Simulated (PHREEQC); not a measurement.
Dissolve 0.00036 mol ZnBr2 per kg of water at 25 °C. Closed to the air; pH follows from the charge balance.

Computed with PHREEQC (ion-association model, phreeqc.dat).

No solid was allowed to form.

Question: What pH does the model give?

Answer: pH 6.22.
